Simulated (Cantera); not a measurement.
Feed: 1 mol H2O, 0.23 mol H2, 1.2 mol O2, at 0.133 bar.

Cantera equilibrium calculation (NASA polynomials, part measured and part estimated; ideal gas, pure solids and liquids). Candidate condensed phases: H2O; 9 gas species. The numbers say what is thermodynamically allowed, not how fast it happens. All values below are at 1548 K.

Base state: H2O 0.531, O2 0.468, OH 0.000547, O 1.43e-5 (mole fractions); condensed: gas only.

Q: What changes in the equilibrium state with this change: H2O replaced by HBr?

A: 
```tsv
species	before	after
O2	0.468	0.366
H2O	0.531	0.269
Br	0	0.241
HBr	0	0.0704
Br2	0	0.0529
OH	0.000547	0.000366
O	1.43e-5	1.26e-5
```
Further candidate phases: Br2.
